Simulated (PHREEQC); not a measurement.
Make-up at 25 °C: 27 mmol/kgw NaH2PO4 and 16 mmol/kgw Na2SO4. Closed to the air; pH follows from the charge balance.

All values are PHREEQC results (ion-association model, phreeqc.dat), not measurements.

```json
[
 {"quantity": "pH", "before": "4.59", "after": "4.43"},
 {"quantity": "ionic strength (mol/kgw)", "before": "0.0717", "after": "0.177"},
 {"quantity": "SO4-2 (mol/kgw)", "before": "0.0143", "after": "0.0128"},
 {"quantity": "NaSO4- (mol/kgw)", "before": "0.00169", "after": "0.00321"},
 {"quantity": "HSO4- (mol/kgw)", "before": "1.86e-5", "after": "1.88e-5"}
]
```

Problem. Name the change that produced these shifts.
A) Na2SO4 from 0.016 to 0.008 mol/kgw
B) NaH2PO4 from 0.027 to 0.135 mol/kgw
C) temperature from 25 to 80 °C
D) NaH2PO4 replaced by NaHS at the same molality

Solution. B, NaH2PO4 from 0.027 to 0.135 mol/kgw

Precipitation was switched off in this run.
